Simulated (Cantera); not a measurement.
**Adiabatic ignition**

An adiabatic, constant-pressure homogeneous reactor starts with 7.18 % CH4, 18.2 % O2, 72.5 % N2, 2.15 % H2O, at 1473 K and 13500 Torr.

Detailed kinetics in Cantera: GRI-Mech 3.0 (53 species, 325 reactions). The pressure lies above the range GRI-Mech 3.0 was tuned for (to about 10 atm).

| t (s) | T (K) | x CH4 | x O2 | x H2O | x CH2 | x CH2CO | x N2O | x OH |
|---|---|---|---|---|---|---|---|---|
| 1.00e-6 | 1473 | 0.0718 | 0.182 | 0.0215 | <1e-12 | <1e-12 | 2.45e-12 | 5.98e-9 |
| 3.67e-6 | 1473 | 0.0718 | 0.182 | 0.0215 | 1.31e-12 | <1e-12 | 2.67e-11 | 2.55e-8 |
| 1.35e-5 | 1473 | 0.0717 | 0.182 | 0.0216 | 5.03e-11 | 5.16e-11 | 2.82e-10 | 1.46e-7 |
| 4.95e-5 | 1476 | 0.0710 | 0.181 | 0.0221 | 5.75e-10 | 6.92e-8 | 2.91e-9 | 6.23e-7 |
| 0.000182 | 2747 | <1e-12 | 0.0394 | 0.154 | <1e-12 | <1e-12 | 2.76e-6 | 0.0116 |
| 0.000667 | 2733 | <1e-12 | 0.0355 | 0.154 | <1e-12 | <1e-12 | 2.80e-6 | 0.0109 |
| 0.00245 | 2728 | <1e-12 | 0.0340 | 0.154 | <1e-12 | <1e-12 | 2.87e-6 | 0.0107 |
| 0.00899 | 2728 | <1e-12 | 0.0340 | 0.154 | <1e-12 | <1e-12 | 2.87e-6 | 0.0106 |
| 0.0330 | 2728 | <1e-12 | 0.0340 | 0.154 | <1e-12 | <1e-12 | 2.87e-6 | 0.0106 |
| 0.121 | 2728 | <1e-12 | 0.0340 | 0.154 | <1e-12 | <1e-12 | 2.87e-6 | 0.0106 |
| 0.445 | 2728 | <1e-12 | 0.0340 | 0.154 | <1e-12 | <1e-12 | 2.87e-6 | 0.0106 |
| 1.63 | 2728 | <1e-12 | 0.0340 | 0.154 | <1e-12 | <1e-12 | 2.87e-6 | 0.0106 |
| 6.00 | 2728 | <1e-12 | 0.0340 | 0.154 | <1e-12 | <1e-12 | 2.87e-6 | 0.0106 |
x: mole fraction; the columns are a selection and need not sum to one.

```yaml
time_of_steepest_temperature_rise: 0.142 ms
temperature at 6.00 s: 2728 K
equilibrium_temperature: 2728 K
x(CH4) at 6.00 s: <1e-12 (gas-phase equilibrium <1e-12)
x(O2) at 6.00 s: 0.0340 (gas-phase equilibrium 0.0340)
x(H2O) at 6.00 s: 0.154 (gas-phase equilibrium 0.154)
```
